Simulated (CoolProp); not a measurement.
Methane at 293.15 K and 4.29 MPa is compressed adiabatically to 13 MPa with isentropic efficiency 0.75. Each further row changes one setting.

Values from CoolProp's reference Helmholtz-energy equation of state, Setzmann 1991.

```json
[
 {"case": "as stated", "work (kJ/kg)": "?", "final temperature (K)": "404.1", "final density (kg/m³)": "63.9"},
 {"case": "efficiency 1", "work (kJ/kg)": "?", "final temperature (K)": "383.3", "final density (kg/m³)": "68.5"},
 {"case": "efficiency 0.65", "work (kJ/kg)": "?", "final temperature (K)": "?", "final density (kg/m³)": "61.5"}
]
```

Fill in the missing entries.


- as stated, work (kJ/kg): 241
- efficiency 1, work (kJ/kg): 181
- efficiency 0.65, work (kJ/kg): 278
- efficiency 0.65, final temperature (K): 416.8
